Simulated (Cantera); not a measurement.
# Thermodynamics of sublimation and decomposition of ceramics, feed Si3N4 + H2 + C

Feed: 1 mol Si3N4, 0.17 mol H2, 0.45 mol C, held at 10.0 mbar.

These are equilibrium values from Cantera (NASA tables, ideal gas, pure condensed phases), not measurements of a reactor. Candidate condensed phases: C, C6H6, C7H8, C8H18, Si, SiC, Si3N4; 105 gas species. Mutual solubility and eutectic melting of coexisting phases are not modelled. The tables' values for SiN are old estimates; treat these amounts as uncertain. Gases not in the tables: Si2H6 and higher silanes. The numbers say what is thermodynamically allowed, not how fast it happens.

```json
[
 {"T (°C)": "1377", "x N2": "0.638", "x Si": "6.08e-6", "x H2": "0.361", "x Si2C": "2.69e-8", "x H": "0.000546", "x SiC2": "1.02e-10", "x Si2": "4.65e-9", "x SiN": "3.49e-7", "n SiC(s)": "0.450", "n Si3N4(s)": "0.850", "n Si(l)": "0"},
 {"T (°C)": "1477", "x N2": "0.638", "x Si": "0.000106", "x H2": "0.361", "x Si2C": "8.59e-7", "x H": "0.00140", "x SiC2": "8.29e-10", "x Si2": "3.90e-7", "x SiN": "4.38e-6", "n SiC(s)": "0.450", "n Si3N4(s)": "0.850", "n Si(l)": "0"},
 {"T (°C)": "1577", "x N2": "0.920", "x Si": "0.000645", "x H2": "0.0774", "x Si2C": "8.87e-6", "x H": "0.00150", "x SiC2": "1.13e-8", "x Si2": "4.51e-6", "x SiN": "2.37e-5", "n SiC(s)": "0.450", "n Si3N4(s)": "0", "n Si(l)": "2.55"},
 {"T (°C)": "1677", "x N2": "0.918", "x Si": "0.00238", "x H2": "0.0763", "x Si2C": "5.25e-5", "x H": "0.00317", "x SiC2": "1.60e-7", "x Si2": "2.18e-5", "x SiN": "6.71e-5", "n SiC(s)": "0.450", "n Si3N4(s)": "0", "n Si(l)": "2.54"},
 {"T (°C)": "1777", "x N2": "0.911", "x Si": "0.00773", "x H2": "0.0741", "x Si2C": "0.000260", "x H": "0.00618", "x SiC2": "1.73e-6", "x Si2": "9.01e-5", "x SiN": "0.000171", "n SiC(s)": "0.449", "n Si3N4(s)": "0", "n Si(l)": "2.53"},
 {"T (°C)": "1877", "x N2": "0.893", "x Si": "0.0224", "x H2": "0.0699", "x Si2C": "0.00110", "x H": "0.0112", "x SiC2": "1.50e-5", "x Si2": "0.000325", "x SiN": "0.000396", "n SiC(s)": "0.446", "n Si3N4(s)": "0", "n Si(l)": "2.49"},
 {"T (°C)": "1977", "x N2": "0.851", "x Si": "0.0592", "x H2": "0.0623", "x Si2C": "0.00411", "x H": "0.0185", "x SiC2": "0.000106", "x Si2": "0.00104", "x SiN": "0.000838", "n SiC(s)": "0.437", "n Si3N4(s)": "0", "n Si(l)": "2.39"},
 {"T (°C)": "2077", "x N2": "0.756", "x Si": "0.144", "x H2": "0.0492", "x Si2C": "0.0136", "x H": "0.0277", "x SiC2": "0.000636", "x Si2": "0.00303", "x SiN": "0.00160", "n SiC(s)": "0.406", "n Si3N4(s)": "0", "n Si(l)": "2.11"},
 {"T (°C)": "2177", "x N2": "0.552", "x Si": "0.324", "x H2": "0.0285", "x Si2C": "0.0406", "x H": "0.0339", "x SiC2": "0.00328", "x Si2": "0.00802", "x SiN": "0.00262", "n SiC(s)": "0.273", "n Si3N4(s)": "0", "n Si(l)": "1.15"},
 {"T (°C)": "2277", "x N2": "0.405", "x Si": "0.452", "x H2": "0.0143", "x Si2C": "0.0595", "x H": "0.0372", "x SiC2": "0.0148", "x Si2": "0.00854", "x SiN": "0.00269", "n SiC(s)": "0", "n Si3N4(s)": "0", "n Si(l)": "0"},
 {"T (°C)": "2377", "x N2": "0.393", "x Si": "0.478", "x H2": "0.00928", "x Si2C": "0.0371", "x H": "0.0452", "x SiC2": "0.0242", "x Si2": "0.00550", "x SiN": "0.00244", "n SiC(s)": "0", "n Si3N4(s)": "0", "n Si(l)": "0"},
 {"T (°C)": "2477", "x N2": "0.384", "x Si": "0.496", "x H2": "0.00564", "x Si2C": "0.0210", "x H": "0.0514", "x SiC2": "0.0307", "x Si2": "0.00354", "x SiN": "0.00220", "n SiC(s)": "0", "n Si3N4(s)": "0", "n Si(l)": "0"},
 {"T (°C)": "2577", "x N2": "0.378", "x Si": "0.507", "x H2": "0.00327", "x Si2C": "0.0114", "x H": "0.0557", "x SiC2": "0.0340", "x Si2": "0.00228", "x SiN": "0.00198", "n SiC(s)": "0", "n Si3N4(s)": "0", "n Si(l)": "0"}
]
```
x: gas mole fraction; n: condensed amount in mol.

From 1377 °C to 1477 °C the condensed part is SiC(s) + Si3N4(s). From 1577 °C to 2177 °C the condensed part is Si(l) + SiC(s). From 2277 °C to 2577 °C nothing is condensed. The main Si-bearing gas is Si throughout.
